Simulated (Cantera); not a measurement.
A closed system holds: 1 mol SiH4, 0.12 mol C2H2, 360 mol H2, 0.023 mol HCl, equilibrated at 2498.15 K and 6.70 mbar.

Equilibrium computed with Cantera from the NASA thermochemical tables; the gas is ideal and each condensed phase is pure. Candidate condensed phases: C, C6H6, C7H8, C8H18, Si, SiC; 109 gas species. Equilibrium is a limit: real reactors are often held back by kinetics, nucleation or transport.

Problem. What is the equilibrium state?

Solution. 
```
Quantity                                    Value
--------------------------------------  ---------
x(H2)                                       0.736
x(H)                                        0.261
x(Si)                                     0.00233
x(C2H2 (acetylene))                      0.000257
x(HCl)                                    4.40e-5
x(SiH)                                    4.33e-5
x(SiC2)                                   1.95e-5
x(Cl)                                     1.10e-5
x(C2H)                                    6.52e-6
gas amount                              417.7 mol
log10 activity of C(graphite) (absent)      -0.74
log10 activity of Si(l) (absent)            -2.48
```
